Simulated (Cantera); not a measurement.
## Diamond growth

A diamond (100) surface in a fixed gas of H2 with x(CH4) = 0.0062, x(CH3) = 0.00027, at 1373 K, 0.128 atm; coverages are run to steady state.

Computed with Cantera and the Harris–Goodwin 1993 mechanism for the reconstructed diamond (100) surface.

```json
[
 {"x(H)": "0.0001", "growth (µm/h)": "0.112", "θ c6HH": "0.699", "θ c6H*": "0.0282", "θ c6*H": "0.269", "θ c6**": "0.00332", "θ c6HM": "0.000136"},
 {"x(H)": "0.00024", "growth (µm/h)": "0.599", "θ c6HH": "0.560", "θ c6H*": "0.0407", "θ c6*H": "0.387", "θ c6**": "0.00986", "θ c6HM": "0.000206"},
 {"x(H)": "0.00058", "growth (µm/h)": "2.03", "θ c6HH": "0.454", "θ c6H*": "0.0496", "θ c6*H": "0.472", "θ c6**": "0.0219", "θ c6HM": "0.000280"},
 {"x(H)": "0.0014", "growth (µm/h)": "4.47", "θ c6HH": "0.391", "θ c6H*": "0.0541", "θ c6*H": "0.515", "θ c6**": "0.0365", "θ c6HM": "0.000350"},
 {"x(H)": "0.0034", "growth (µm/h)": "7.44", "θ c6HH": "0.360", "θ c6H*": "0.0561", "θ c6*H": "0.533", "θ c6**": "0.0487", "θ c6HM": "0.000399"},
 {"x(H)": "0.0083", "growth (µm/h)": "11.1", "θ c6HH": "0.346", "θ c6H*": "0.0569", "θ c6*H": "0.539", "θ c6**": "0.0562", "θ c6HM": "0.000411"},
 {"x(H)": "0.02", "growth (µm/h)": "16.8", "θ c6HH": "0.340", "θ c6H*": "0.0575", "θ c6*H": "0.542", "θ c6**": "0.0599", "θ c6HM": "0.000381"},
 {"x(H)": "0.048", "growth (µm/h)": "25.7", "θ c6HH": "0.337", "θ c6H*": "0.0583", "θ c6*H": "0.542", "θ c6**": "0.0618", "θ c6HM": "0.000309"},
 {"x(H)": "0.12", "growth (µm/h)": "37.6", "θ c6HH": "0.336", "θ c6H*": "0.0601", "θ c6*H": "0.540", "θ c6**": "0.0632", "θ c6HM": "0.000205"}
]
```
θ: site fractions in the mechanism's names (c6HH fully hydrogenated, c6H* and c6*H radical sites, c6** diradical, c6HM methylated).
